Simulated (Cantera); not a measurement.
A closed system holds: 1 mol CuO, 5.7 mol NF3, 11 mol O2, equilibrated at 1100 K and 0.0225 Torr.

Cantera equilibrium calculation (NASA polynomials, part measured and part estimated; ideal gas, pure solids and liquids). Candidate condensed phases: Cu, CuF2, CuO, Cu2O; 22 gas species. Rates play no part.

Base state: F 0.496, O2 0.378, N2 0.0936, CuF2 0.0328, F2 0.000126, NO 3.93e-5 (mole fractions); condensed: gas only.

Question: What changes in the equilibrium state with this change: temperature from 1100 K to 1550 K?

Answer: 
| species | before | after |
|---|---|---|
| F | 0.496 | 0.503 |
| O2 | 0.378 | 0.371 |
| N2 | 0.0936 | 0.0918 |
| CuF2 | 0.0328 | 0.0173 |
| CuF | 6.59e-7 | 0.0151 |
| O | 2.80e-7 | 0.000870 |
| F2 | 0.000126 | 6.64e-7 |
